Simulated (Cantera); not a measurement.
Input: 1 mol Si2H6, 0.65 mol O2, held at 1575 °C.

Cantera equilibrium calculation (NASA polynomials, part measured and part estimated; ideal gas, pure solids and liquids). Candidate condensed phases: H2O, Si, SiO2; 18 gas species. The feed counts by its element totals alone. Each liquid is taken as pure. Mutual solubility and eutectic melting of coexisting phases are not modelled. The tables hold silica as quartz up to 1696 K and as liquid above; real silica turns to tridymite and cristobalite and melts near 1996 K. Gases not in the tables: Si2H6 and higher silanes. Rates play no part.

x: gas mole fraction; n: condensed amount in mol.

```json
[
 {"P (Pa)": "5", "x H2": "0.561", "x SiO": "0.255", "x Si": "0.125", "x H": "0.0562", "x Si2": "(withheld)", "x SiH": "0.000663", "x Si3": "0.000202", "n Si(l)": "0.0461", "n SiO2(condensed)": "0"},
 {"P (Pa)": "15", "x H2": "0.639", "x SiO": "0.284", "x Si": "0.0418", "x H": "0.0346", "x Si2": "(withheld)", "x SiH": "0.000408", "x Si3": "6.75e-5", "n Si(l)": "0.503", "n SiO2(condensed)": "0"},
 {"P (Pa)": "45", "x H2": "0.670", "x SiO": "0.295", "x Si": "0.0139", "x H": "0.0205", "x Si2": "(withheld)", "x SiH": "0.000241", "x Si3": "2.25e-5", "n Si(l)": "0.636", "n SiO2(condensed)": "0"},
 {"P (Pa)": "140", "x H2": "0.684", "x SiO": "0.299", "x Si": "0.00448", "x H": "0.0117", "x Si2": "(withheld)", "x SiH": "0.000138", "x Si3": "7.23e-6", "n Si(l)": "0.679", "n SiO2(condensed)": "0"},
 {"P (Pa)": "410", "x H2": "0.691", "x SiO": "0.301", "x Si": "0.00153", "x H": "0.00688", "x Si2": "(withheld)", "x SiH": "8.12e-5", "x Si3": "2.47e-6", "n Si(l)": "0.693", "n SiO2(condensed)": "0"},
 {"P (Pa)": "1200", "x H2": "0.694", "x SiO": "0.302", "x Si": "0.000523", "x H": "0.00403", "x Si2": "(withheld)", "x SiH": "4.76e-5", "x Si3": "8.43e-7", "n Si(l)": "0.697", "n SiO2(condensed)": "0"},
 {"P (Pa)": "3700", "x H2": "0.696", "x SiO": "0.302", "x Si": "0.000170", "x H": "0.00230", "x Si2": "(withheld)", "x SiH": "2.71e-5", "x Si3": "2.73e-7", "n Si(l)": "0.699", "n SiO2(condensed)": "0"},
 {"P (Pa)": "11000", "x H2": "0.696", "x SiO": "0.302", "x Si": "5.70e-5", "x H": "0.00133", "x Si2": "(withheld)", "x SiH": "1.57e-5", "x Si3": "9.20e-8", "n Si(l)": "0.700", "n SiO2(condensed)": "0"},
 {"P (Pa)": "33000", "x H2": "0.782", "x SiO": "0.217", "x Si": "1.90e-5", "x H": "0.000816", "x Si2": "(withheld)", "x SiH": "9.63e-6", "x Si3": "3.07e-8", "n Si(l)": "0.933", "n SiO2(condensed)": "0.233"},
 {"P (Pa)": "100000", "x H2": "0.928", "x SiO": "0.0717", "x Si": "6.27e-6", "x H": "0.000511", "x Si2": "(withheld)", "x SiH": "6.02e-6", "x Si3": "1.01e-8", "n Si(l)": "1.23", "n SiO2(condensed)": "0.534"}
]
```

### Question
Some entries are withheld; supply them.

### Answer

- 5, x Si2: 0.000873
- 15, x Si2: 0.000291
- 45, x Si2: 9.70e-5
- 140, x Si2: 3.12e-5
- 410, x Si2: 1.06e-5
- 1200, x Si2: 3.64e-6
- 3700, x Si2: 1.18e-6
- 11000, x Si2: 3.97e-7
- 33000, x Si2: 1.32e-7
- 100000, x Si2: 4.36e-8
